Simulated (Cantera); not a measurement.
## Gas-phase reforming

An isothermal, constant-pressure homogeneous reactor starts with CH4 : H2O : H2 = 1 : 1.5 : 1.4 (molar parts), at 1675 K and 1000000 Pa.

Detailed kinetics in Cantera: GRI-Mech 3.0 (53 species, 325 reactions).

| t (s) | x CH4 | x H2O | x H2 | x C2H6 | x CH2 | x O2 |
|---|---|---|---|---|---|---|
| 6.00e-6 | 0.256 | 0.385 | 0.359 | 2.50e-5 | 5.44e-9 | <1e-12 |
| 2.14e-5 | 0.256 | 0.385 | 0.359 | 0.000176 | 8.91e-9 | <1e-12 |
| 7.63e-5 | 0.254 | 0.384 | 0.360 | 0.000393 | 1.12e-8 | 2.14e-12 |
| 0.000272 | 0.249 | 0.383 | 0.364 | 0.000426 | 1.16e-8 | 7.24e-12 |
| 0.000971 | 0.233 | 0.379 | 0.378 | 0.000381 | 1.16e-8 | 1.16e-11 |
| 0.00346 | 0.192 | 0.366 | 0.416 | 0.000273 | 1.22e-8 | 9.16e-12 |
| 0.0124 | 0.133 | 0.344 | 0.471 | 0.000178 | 1.29e-8 | 6.67e-12 |
| 0.0441 | 0.111 | 0.318 | 0.505 | 0.000150 | 1.16e-8 | 5.50e-12 |
| 0.157 | 0.101 | 0.268 | 0.548 | 0.000115 | 8.13e-9 | 3.83e-12 |
| 0.561 | 0.0768 | 0.196 | 0.617 | 5.91e-5 | 4.34e-9 | 1.99e-12 |
| 2.00 | 0.0420 | 0.133 | 0.685 | 1.60e-5 | 1.83e-9 | <1e-12 |
x: mole fraction; the columns are a selection and need not sum to one.

Equilibrium at this temperature and pressure: CH4 5.73e-5, H2O 0.0796, H2 0.751, C2H6 2.75e-11, CH2 2.13e-12, O2 <1e-12 (gas phase only).
